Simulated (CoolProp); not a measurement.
Model: reference Helmholtz-energy equation of state, Thol 2018, in CoolProp.

Problem. For hydrogen chloride, give the phase and the density (kg/m³), cv (kJ/(kg K)), Joule-Thomson coefficient (K/MPa), isothermal compressibility (1/MPa) at 317.1 K and 2800 kPa.

Solution. 
- 317.1 K and 2800 kPa: gas; density 45.5, cv 0.686, Joule-Thomson coefficient 12.8, isothermal compressibility 0.427
